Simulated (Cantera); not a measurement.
Input (Python, Cantera) and output of one run.

```python
import numpy as np
import cantera as ct

gas_names = """
    H H2 Hg
""".split()
cond_names = """
    Hg(cr) Hg(L)
""".split()


# ... load() reads the species with a 1 bar reference pressure and builds the phases ...
atoms = {
    'Hg': {'Hg': 1},
    'H2': {'H': 2},
}
top_T = {}  # K; cautious upper limits of use, not melting points


# ... equilibrate(T, P, feed) seeds the gas with the atoms and calls Mixture.equilibrate('TP', solver="vcs", rtol=1e-11, max_steps=5000) ...
results = []
feed = {'Hg': 1, 'H2': 0.2}  # mol
T = 1348  # K
P = 18000  # Pa
mix = equilibrate(T, P, feed)
results.append((T, P, feed, dict(zip(mix.species_names, mix.species_moles))))
x = sorted(zip(gas.X, gas.species_names), reverse=True)
print(f"T = {T:g} K  P = {P:g} Pa  gas = {mix.phase_moles(0):.4g} mol")
print("   x: " + "  ".join(f"{s} {v:.3e}" for v, s in x if v > 1e-06))
print("   condensed (mol): " + ("  ".join(f"{mix.phase(i).name} {mix.phase_moles(i):.4g}"
      for i in range(1, mix.n_phases) if mix.phase_moles(i) > 1e-12) or "none"))
```

Result:

```
T = 1348 K  P = 18000 Pa  gas = 1.2 mol
   x: Hg 8.333e-01  H2 1.667e-01  H 2.226e-06
   condensed (mol): none
```

Cantera equilibrium calculation (NASA polynomials, part measured and part estimated; ideal gas, pure solids and liquids).
